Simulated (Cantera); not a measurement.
What does this Cantera script print?

```python
import numpy as np
import cantera as ct

gas = ct.Solution("gri30.yaml", transport_model="mixture-averaged")
show = ['NH3', 'C2H2', 'CH4']

rows = []
print(f"{'T/K':>7s}{'rho':>11s}{'cp':>10s}{'mu':>11s}{'lambda':>11s}{'Pr':>7s}" + "".join(f"{'D_' + s:>11s}" for s in show))
for T in [400, 500, 600, 700, 800, 900]:
    gas.TPX = T, 500000, {'C3H8': 0.56}
    Pr = gas.cp_mass * gas.viscosity / gas.thermal_conductivity
    D = [gas.mix_diff_coeffs_mole[gas.species_index(s)] for s in show]
    rows.append([gas.density, gas.cp_mass, gas.viscosity, gas.thermal_conductivity, Pr, *D])
    print(f"{T:7g}{gas.density:11.4e}{gas.cp_mass:10.1f}{gas.viscosity:11.4e}"
          f"{gas.thermal_conductivity:11.4e}{Pr:7.3f}" + "".join(f"{d:11.4e}" for d in D))
print("SI units: kg/m3, J/kg/K, Pa s, W/m/K, m2/s")
```

It prints:

```
    T/K        rho        cp         mu     lambda     Pr      D_NH3     D_C2H2      D_CH4
    400 6.6296e+00    2133.9 1.0870e-05 3.0696e-02  0.756 4.0353e-06 3.1632e-06 4.3347e-06
    500 5.3037e+00    2549.2 1.3269e-05 4.4852e-02  0.754 6.2315e-06 4.7854e-06 6.4993e-06
    600 4.4197e+00    2917.3 1.5474e-05 5.9781e-02  0.755 8.8162e-06 6.6610e-06 8.9885e-06
    700 3.7883e+00    3237.2 1.7519e-05 7.4960e-02  0.757 1.1756e-05 8.7693e-06 1.1777e-05
    800 3.3148e+00    3511.9 1.9434e-05 9.0116e-02  0.757 1.5024e-05 1.1095e-05 1.4847e-05
    900 2.9465e+00    3748.9 2.1240e-05 1.0510e-01  0.758 1.8599e-05 1.3625e-05 1.8182e-05
SI units: kg/m3, J/kg/K, Pa s, W/m/K, m2/s
```

Detailed kinetics in Cantera: GRI-Mech 3.0 (53 species, 325 reactions).
